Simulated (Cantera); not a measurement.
Charge: 1 mol SiH2Cl2, a varied amount of Cl2, 17 mol H2, held at 200 Pa.

Points: T (K) = 975, 1000, 1025, 1050, 1075, 1100, 1125, 1150, 1175, 1200, 1225, 1250, 1275, 1300; n(Cl2) (mol) = 0.0089, 0.012, 0.016, 0.021, 0.029, 0.038, 0.051, 0.069, 0.092, 0.12, 0.16, 0.22, 0.29.

Cantera's Mixture.equilibrate('TP', solver="vcs", rtol=1e-11, max_steps=5000) on the NASA tables stopped like this:

```
ERROR: FAILURE its = 5001!

*******************************************************************************
CanteraError thrown by MultiPhase::equilibrate:
VCS solver failed. Return code: -1
*******************************************************************************
```

Q: What got this run through?

A: Several could match; the one computed here: The failure is numerical, not chemical. The same input converged with solver="gibbs", rtol=1e-10, max_steps=50000, and the result passed a check of the equilibrium conditions:
```
    975     0.0089  Si(cr)
    975      0.012  Si(cr)
    975      0.016  Si(cr)
    975      0.021  Si(cr)
    975      0.029  Si(cr)
    975      0.038  Si(cr)
    975      0.051  Si(cr)
    975      0.069  Si(cr)
    975      0.092  Si(cr)
    975       0.12  Si(cr)
    975       0.16  Si(cr)
    975       0.22  Si(cr)
    975       0.29  Si(cr)
   1000     0.0089  Si(cr)
   1000      0.012  Si(cr)
   1000      0.016  Si(cr)
   1000      0.021  Si(cr)
   1000      0.029  Si(cr)
   1000      0.038  Si(cr)
   1000      0.051  Si(cr)
   1000      0.069  Si(cr)
   1000      0.092  Si(cr)
   1000       0.12  Si(cr)
   1000       0.16  Si(cr)
   1000       0.22  Si(cr)
   1000       0.29  Si(cr)
   1025     0.0089  Si(cr)
   1025      0.012  Si(cr)
   1025      0.016  Si(cr)
   1025      0.021  Si(cr)
   1025      0.029  Si(cr)
   1025      0.038  Si(cr)
   1025      0.051  Si(cr)
   1025      0.069  Si(cr)
   1025      0.092  Si(cr)
   1025       0.12  Si(cr)
   1025       0.16  Si(cr)
   1025       0.22  Si(cr)
   1025       0.29  Si(cr)
   1050     0.0089  Si(cr)
   1050      0.012  Si(cr)
   1050      0.016  Si(cr)
   1050      0.021  Si(cr)
   1050      0.029  Si(cr)
   1050      0.038  Si(cr)
   1050      0.051  Si(cr)
   1050      0.069  Si(cr)
   1050      0.092  Si(cr)
   1050       0.12  Si(cr)
   1050       0.16  Si(cr)
   1050       0.22  Si(cr)
   1050       0.29  Si(cr)
   1075     0.0089  Si(cr)
   1075      0.012  Si(cr)
   1075      0.016  Si(cr)
   1075      0.021  Si(cr)
   1075      0.029  Si(cr)
   1075      0.038  Si(cr)
   1075      0.051  Si(cr)
   1075      0.069  Si(cr)
   1075      0.092  Si(cr)
   1075       0.12  Si(cr)
   1075       0.16  Si(cr)
   1075       0.22  Si(cr)
   1075       0.29  Si(cr)
   1100     0.0089  Si(cr)
   1100      0.012  Si(cr)
   1100      0.016  Si(cr)
   1100      0.021  Si(cr)
   1100      0.029  Si(cr)
   1100      0.038  Si(cr)
   1100      0.051  Si(cr)
   1100      0.069  Si(cr)
   1100      0.092  Si(cr)
   1100       0.12  Si(cr)
   1100       0.16  Si(cr)
   1100       0.22  Si(cr)
   1100       0.29  Si(cr)
   1125     0.0089  Si(cr)
   1125      0.012  Si(cr)
   1125      0.016  Si(cr)
   1125      0.021  Si(cr)
   1125      0.029  Si(cr)
   1125      0.038  Si(cr)
   1125      0.051  Si(cr)
   1125      0.069  Si(cr)
   1125      0.092  Si(cr)
   1125       0.12  Si(cr)
   1125       0.16  Si(cr)
   1125       0.22  Si(cr)
   1125       0.29  Si(cr)
   1150     0.0089  Si(cr)
   1150      0.012  Si(cr)
   1150      0.016  Si(cr)
   1150      0.021  Si(cr)
   1150      0.029  Si(cr)
   1150      0.038  Si(cr)
   1150      0.051  Si(cr)
   1150      0.069  Si(cr)
   1150      0.092  Si(cr)
   1150       0.12  Si(cr)
   1150       0.16  Si(cr)
   1150       0.22  Si(cr)
   1150       0.29  Si(cr)
   1175     0.0089  Si(cr)
   1175      0.012  Si(cr)
   1175      0.016  Si(cr)
   1175      0.021  Si(cr)
   1175      0.029  Si(cr)
   1175      0.038  Si(cr)
   1175      0.051  Si(cr)
   1175      0.069  Si(cr)
   1175      0.092  Si(cr)
   1175       0.12  Si(cr)
   1175       0.16  Si(cr)
   1175       0.22  Si(cr)
   1175       0.29  Si(cr)
   1200     0.0089  Si(cr)
   1200      0.012  Si(cr)
   1200      0.016  Si(cr)
   1200      0.021  Si(cr)
   1200      0.029  Si(cr)
   1200      0.038  Si(cr)
   1200      0.051  Si(cr)
   1200      0.069  Si(cr)
   1200      0.092  Si(cr)
   1200       0.12  Si(cr)
   1200       0.16  Si(cr)
   1200       0.22  Si(cr)
   1200       0.29  Si(cr)
   1225     0.0089  Si(cr)
   1225      0.012  Si(cr)
   1225      0.016  Si(cr)
   1225      0.021  Si(cr)
   1225      0.029  Si(cr)
   1225      0.038  Si(cr)
   1225      0.051  Si(cr)
   1225      0.069  Si(cr)
   1225      0.092  Si(cr)
   1225       0.12  Si(cr)
   1225       0.16  Si(cr)
   1225       0.22  Si(cr)
   1225       0.29  Si(cr)
   1250     0.0089  Si(cr)
   1250      0.012  Si(cr)
   1250      0.016  Si(cr)
   1250      0.021  Si(cr)
   1250      0.029  Si(cr)
   1250      0.038  Si(cr)
   1250      0.051  Si(cr)
   1250      0.069  Si(cr)
   1250      0.092  Si(cr)
   1250       0.12  Si(cr)
   1250       0.16  Si(cr)
   1250       0.22  Si(cr)
   1250       0.29  Si(cr)
   1275     0.0089  Si(cr)
   1275      0.012  Si(cr)
   1275      0.016  Si(cr)
   1275      0.021  Si(cr)
   1275      0.029  Si(cr)
   1275      0.038  Si(cr)
   1275      0.051  Si(cr)
   1275      0.069  Si(cr)
   1275      0.092  Si(cr)
   1275       0.12  Si(cr)
   1275       0.16  Si(cr)
   1275       0.22  Si(cr)
   1275       0.29  Si(cr)
   1300     0.0089  Si(cr)
   1300      0.012  Si(cr)
   1300      0.016  Si(cr)
   1300      0.021  Si(cr)
   1300      0.029  Si(cr)
   1300      0.038  Si(cr)
   1300      0.051  Si(cr)
   1300      0.069  Si(cr)
   1300      0.092  Si(cr)
   1300       0.12  Si(cr)
   1300       0.16  Si(cr)
   1300       0.22  Si(cr)
   1300       0.29  Si(cr)
```

The gas is ideal and each condensed phase is pure. The tables' values for SiCl3 are old estimates.
